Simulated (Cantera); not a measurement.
Thermodynamics of silicon oxide and oxynitride deposition, feed SiH2Cl2 + N2O + H2

A closed system holds: 1 mol SiH2Cl2, 7.9 mol N2O, a varied amount of H2, held at 1348 K and 6.10 Pa.

These are equilibrium values from Cantera (NASA tables, ideal gas, pure condensed phases), not measurements of a reactor. Candidate condensed phases: H2O, NH4Cl, Si, SiO2, Si2N2O, Si3N4; 47 gas species. The tables hold silica as quartz up to 1696 K and as liquid above; real silica turns to tridymite and cristobalite and melts near 1996 K. The numbers say what is thermodynamically allowed, not how fast it happens.

From 1.8 mol H2 to 86 mol H2 the condensed part is SiO2(β-quartz).

| n(H2) (mol) | x H2 | x N2 | x H2O | x O2 | x HCl | x Cl | x NO | n SiO2(β-quartz) |
|---|---|---|---|---|---|---|---|---|
| 1.8 | 9.01e-6 | 0.573 | 0.136 | 0.146 | 0.134 | 0.0110 | 0.000380 | 1.00 |
| 2.7 | 1.48e-5 | 0.555 | 0.194 | 0.110 | 0.132 | 0.00848 | 0.000325 | 1.00 |
| 3.9 | 2.62e-5 | 0.533 | 0.266 | 0.0657 | 0.129 | 0.00620 | 0.000246 | 1.00 |
| 5.8 | 0.000182 | 0.501 | 0.369 | 0.00264 | 0.125 | 0.00228 | 4.78e-5 | 1.00 |
| 8.5 | 0.141 | 0.429 | 0.321 | 3.29e-9 | 0.109 | 7.13e-5 | 4.95e-8 | 1.000 |
| 12 | 0.278 | 0.361 | 0.269 | 5.98e-10 | 0.0913 | 4.27e-5 | 1.93e-8 | 1.000 |
| 18 | 0.434 | 0.283 | 0.211 | 1.52e-10 | 0.0716 | 2.69e-5 | 8.63e-9 | 1.000 |
| 27 | 0.572 | 0.214 | 0.160 | 5.00e-11 | 0.0542 | 1.77e-5 | 4.30e-9 | 1.000 |
| 40 | 0.683 | 0.158 | 0.118 | 1.91e-11 | 0.0401 | 1.20e-5 | 2.29e-9 | 1.000 |
| 59 | 0.770 | 0.115 | 0.0856 | 7.90e-12 | 0.0290 | 8.16e-6 | 1.25e-9 | 1.000 |
| 86 | 0.835 | 0.0824 | 0.0615 | 3.47e-12 | 0.0208 | 5.63e-6 | 7.03e-10 | 1.000 |
x: gas mole fraction; n: condensed amount in mol.
